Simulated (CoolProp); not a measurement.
The fluid at 293.15 K and 4.16 MPa (liquid) is heated at constant pressure to 430 K. The same conditions are run with several fluids, on thermodynamics alone (safety and materials aside).

Model: reference Helmholtz-energy equation of state of each fluid (R124: de Vries 1995; ethanol: Schroeder 2014; chloromethane (R40): Thol 2014; R123: Younglove 1994; isohexane: Lemmon 2006), in CoolProp.

Problem. Rank R124, ethanol, chloromethane (R40), R123, isohexane by heat (kJ/kg), highest first.

Solution. chloromethane (R40) (462), ethanol (418), isohexane (349), R124 (228), R123 (152)

```json
[
 {"fluid": "R124", "final phase": "supercritical", "final density (kg/m³)": "252"},
 {"fluid": "ethanol", "final phase": "liquid", "final density (kg/m³)": "647"},
 {"fluid": "chloromethane (R40)", "final phase": "gas", "final density (kg/m³)": "76.5"},
 {"fluid": "R123", "final phase": "liquid", "final density (kg/m³)": "1050"},
 {"fluid": "isohexane", "final phase": "liquid", "final density (kg/m³)": "516"}
]
```
